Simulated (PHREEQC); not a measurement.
Brine: speciation

Make-up at 25 °C: 0.85 mol KOH and 0.051 mol NaHCO3 per kg of water. Closed to the air; pH follows from the charge balance.

All values are PHREEQC results (Pitzer model, pitzer.dat), not measurements.

This is a speciation only: nothing precipitates in the calculation.

Estimate the pH, osmotic coefficient, density.

pH 13.82; osmotic coefficient 0.972; density 1.041 g/cm³.
